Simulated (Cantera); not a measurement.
An isothermal, constant-pressure homogeneous reactor starts with H2 : O2 : N2 = 0.15 : 1 : 0.29 (molar parts), equivalence ratio 0.075, at 1325 K and 1.43 Torr. Integrator tolerance rtol = 1e-08.

Model: the H2/O2 subset of GRI-Mech 3.0, which has no nitrogen chemistry, integrated in Cantera. Radical loss at walls, strong at low pressure, is not modelled. The temperature is held fixed by assumption; the heat of reaction is taken as removed at once.

What does this change do: 0.095 parts H2O added?


| quantity | before | after |
|---|---|---|
| x(H2) at 4.00 s | 0.000652 (gas-phase equilibrium 4.13e-7) | 0.000558 (gas-phase equilibrium 6.53e-7) |
| x(O2) at 4.00 s | 0.669 (gas-phase equilibrium 0.678) | 0.629 (gas-phase equilibrium 0.634) |
| x(O) at 4.00 s | 0.00843 (gas-phase equilibrium 5.24e-6) | 0.00437 (gas-phase equilibrium 5.06e-6) |
| x(HO2) at 4.00 s | 3.42e-7 (gas-phase equilibrium 2.49e-8) | 3.62e-7 (gas-phase equilibrium 2.93e-8) |
| x(H) at 4.00 s | 0.00156 (gas-phase equilibrium 2.43e-8) | 0.000772 (gas-phase equilibrium 3.05e-8) |
| x(H2O2) at 4.00 s | 1.52e-8 (gas-phase equilibrium 2.61e-10) | 1.82e-8 (gas-phase equilibrium 3.85e-10) |
| x(H2O) at 4.00 s | 0.106 (gas-phase equilibrium 0.110) | 0.165 (gas-phase equilibrium 0.168) |
